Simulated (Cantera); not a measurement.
Charge: 1 mol TiCl4, 1.5 mol C3H8, 170 mol H2, at 1300 K and 10000 Pa.

These are equilibrium values from Cantera (NASA tables, ideal gas, pure condensed phases), not measurements of a reactor. Candidate condensed phases: C, C6H6, C7H8, C8H18, Ti, TiC, TiCl2, TiCl3, TiCl4; 96 gas species. TiC: taken at fixed stoichiometry. Kinetics and transport are ignored.

Base state: H2 0.977, HCl 0.0225, CH4 0.000750 (mole fractions); condensed: C(graphite) + TiC(s).

What changes in the equilibrium state with this change: temperature from 1300 K to 1950 K?


```
species             before     after
----------------  --------  --------
H2                   0.977     0.973
HCl                 0.0225    0.0224
H                  3.46e-6   0.00358
CH4               0.000750   4.61e-5
C2H2 (acetylene)   5.63e-7  0.000532
Cl                 6.71e-8   6.16e-5
C(graphite), mol      3.37      3.30
TiC(s), mol          0.999     1.000
```
